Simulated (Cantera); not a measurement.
An adiabatic, constant-pressure homogeneous reactor starts with CH₃OH : O₂ : N₂ : H₂O = 1 : 2.46 : 9.25 : 0.8 (molar parts), at 1475 K and 5.00 bar. Integrator tolerance rtol = 1e-08.

Model: GRI-Mech 3.0 (53 species, 325 reactions), integrated in Cantera. GRI-Mech 3.0 was tuned for natural gas; its chemistry of methanol as a main component is partial and can be far from experiment.

### Question
What does this change do: CH3OH 1 to 0.57 parts?

### Answer
```
quantity                                                              before                                    after
---------------------------------  -----------------------------------------  ---------------------------------------
time of steepest temperature rise                                    69.5 µs                                  81.4 µs
temperature at 3.00 s                                                 2523 K                                   2177 K
equilibrium temperature                                               2523 K                                   2177 K
x(CH₃OH) at 3.00 s                     <1e-12 (gas-phase equilibrium <1e-12)    <1e-12 (gas-phase equilibrium <1e-12)
x(O₂) at 3.00 s                        0.0622 (gas-phase equilibrium 0.0622)      0.115 (gas-phase equilibrium 0.115)
x(H₂O) at 3.00 s                         0.190 (gas-phase equilibrium 0.190)      0.143 (gas-phase equilibrium 0.143)
x(HCN) at 3.00 s                   2.37e-11 (gas-phase equilibrium 2.37e-11)    <1e-12 (gas-phase equilibrium <1e-12)
x(NO) at 3.00 s                        0.0119 (gas-phase equilibrium 0.0119)  0.00831 (gas-phase equilibrium 0.00831)
x(CH₂O) at 3.00 s                  2.25e-11 (gas-phase equilibrium 2.25e-11)    <1e-12 (gas-phase equilibrium <1e-12)
```

### Question
What does this change do: H2O 0.8 to 0.27 parts?

### Answer
```csv
quantity,before,after
time of steepest temperature rise,69.5 µs,77.3 µs
temperature at 3.00 s,2523 K,2563 K
equilibrium temperature,2523 K,2563 K
x(CH₃OH) at 3.00 s,<1e-12 (gas-phase equilibrium <1e-12),<1e-12 (gas-phase equilibrium <1e-12)
x(O₂) at 3.00 s,0.0622 (gas-phase equilibrium 0.0622),0.0645 (gas-phase equilibrium 0.0645)
x(H₂O) at 3.00 s,0.190 (gas-phase equilibrium 0.190),0.159 (gas-phase equilibrium 0.159)
x(HCN) at 3.00 s,2.37e-11 (gas-phase equilibrium 2.37e-11),3.51e-11 (gas-phase equilibrium 3.51e-11)
x(NO) at 3.00 s,0.0119 (gas-phase equilibrium 0.0119),0.0132 (gas-phase equilibrium 0.0132)
x(CH₂O) at 3.00 s,2.25e-11 (gas-phase equilibrium 2.25e-11),2.75e-11 (gas-phase equilibrium 2.75e-11)
```
